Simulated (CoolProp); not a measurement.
Isopentane along the isobar 41.1 bar: density (kg/m³) from the reference equation and from simpler models built on Tc = 460.3 K, pc = 33.78 bar, ω = 0.227; each cubic takes its own stable root.

The numbers come from the reference Helmholtz-energy equation of state, Lemmon 2006 in CoolProp. It is a short technical equation, of lower accuracy than the large ones.

```json
[
 {"T (K)": "171.3", "phase": "liquid", "reference": "735.4"},
 {"T (K)": "175", "phase": "liquid", "reference": "732.1"},
 {"T (K)": "178.6", "phase": "liquid", "reference": "728.9"},
 {"T (K)": "182.2", "phase": "liquid", "reference": "725.7"},
 {"T (K)": "185.8", "phase": "liquid", "reference": "722.5"},
 {"T (K)": "189.5", "phase": "liquid", "reference": "719.2"},
 {"T (K)": "193.1", "phase": "liquid", "reference": "716.0"},
 {"T (K)": "196.7", "phase": "liquid", "reference": "712.8"},
 {"T (K)": "200.3", "phase": "liquid", "reference": "709.6"},
 {"T (K)": "204", "phase": "liquid", "reference": "706.3"},
 {"T (K)": "207.6", "phase": "liquid", "reference": "703.2"},
 {"T (K)": "211.2", "phase": "liquid", "reference": "700.0"},
 {"T (K)": "214.8", "phase": "liquid", "reference": "696.8"},
 {"T (K)": "218.5", "phase": "liquid", "reference": "693.5"},
 {"T (K)": "222.1", "phase": "liquid", "reference": "690.3"},
 {"T (K)": "225.7", "phase": "liquid", "reference": "687.1"}
]
```

Question: How far does each simpler model (Redlich-Kwong, Peng-Robinson) lie from the reference over these 16 states: mean and median of the absolute difference, and the worst?

Answer: 
- Redlich-Kwong: mean 8.9 %, median 8.9 %, worst -9.5 % at 171.3 K and 41.1 bar
- Peng-Robinson: mean 3.3 %, median 3.3 %, worst +4.2 % at 225.7 K and 41.1 bar
